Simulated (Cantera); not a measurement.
Hydrogen reduction and annealing atmospheres: Cr2O3 + H2 + N2

A closed system holds: 1 mol Cr2O3, 8.1 mol H2, 2.7 mol N2, equilibrated at 5.60 bar.

Cantera equilibrium calculation (NASA polynomials, part measured and part estimated; ideal gas, pure solids and liquids). Candidate condensed phases: Cr, CrN, Cr2N, Cr2O3, H2O; 29 gas species. Mutual solubility and eutectic melting of coexisting phases are not modelled. Kinetics and transport are ignored.

From 825 K to 1325 K the condensed part is CrN(s) + Cr2O3(s). From 1425 K to 1825 K the condensed part is Cr2N(s) + Cr2O3(s). From 1925 K to 2125 K the condensed part is Cr(s) + Cr2O3(s).

| T (K) | x H2 | x N2 | x H2O | x NH3 | x H | x Cr | n CrN(s) | n Cr2O3(s) | n Cr2N(s) | n Cr(s) |
|---|---|---|---|---|---|---|---|---|---|---|
| 825 | 0.747 | 0.249 | 4.32e-5 | 0.00422 | 2.90e-12 | <1e-12 | 0.000310 | 1.000 | 0 | 0 |
| 925 | 0.749 | 0.250 | 9.99e-5 | 0.00180 | 9.52e-11 | <1e-12 | 0.000718 | 1.000 | 0 | 0 |
| 1025 | 0.749 | 0.250 | 0.000194 | 0.000898 | 1.59e-9 | <1e-12 | 0.00139 | 0.999 | 0 | 0 |
| 1125 | 0.749 | 0.250 | 0.000332 | 0.000504 | 1.63e-8 | <1e-12 | 0.00239 | 0.999 | 0 | 0 |
| 1225 | 0.749 | 0.250 | 0.000518 | 0.000309 | 1.14e-7 | 7.89e-12 | 0.00373 | 0.998 | 0 | 0 |
| 1325 | 0.749 | 0.250 | 0.000752 | 0.000204 | 5.98e-7 | 3.21e-10 | 0.00542 | 0.997 | 0 | 0 |
| 1425 | 0.749 | 0.250 | 0.00113 | 0.000143 | 2.49e-6 | 6.72e-9 | 0 | 0.996 | 0.00406 | 0 |
| 1525 | 0.748 | 0.250 | 0.00181 | 0.000104 | 8.65e-6 | 7.81e-8 | 0 | 0.993 | 0.00651 | 0 |
| 1625 | 0.748 | 0.250 | 0.00274 | 7.91e-5 | 2.58e-5 | 6.64e-7 | 0 | 0.990 | 0.00984 | 0 |
| 1725 | 0.746 | 0.249 | 0.00394 | 6.20e-5 | 6.78e-5 | 4.36e-6 | 0 | 0.986 | 0.0142 | 0 |
| 1825 | 0.745 | 0.249 | 0.00546 | 4.98e-5 | 0.000161 | 2.31e-5 | 0 | 0.980 | 0.0195 | 0 |
| 1925 | 0.741 | 0.250 | 0.00823 | 4.09e-5 | 0.000348 | 8.50e-5 | 0 | 0.970 | 0 | 0.0584 |
| 2025 | 0.737 | 0.250 | 0.0120 | 3.42e-5 | 0.000698 | 0.000269 | 0 | 0.957 | 0 | 0.0837 |
| 2125 | 0.731 | 0.250 | 0.0169 | 2.89e-5 | 0.00131 | 0.000760 | 0 | 0.939 | 0 | 0.114 |
x: gas mole fraction; n: condensed amount in mol.
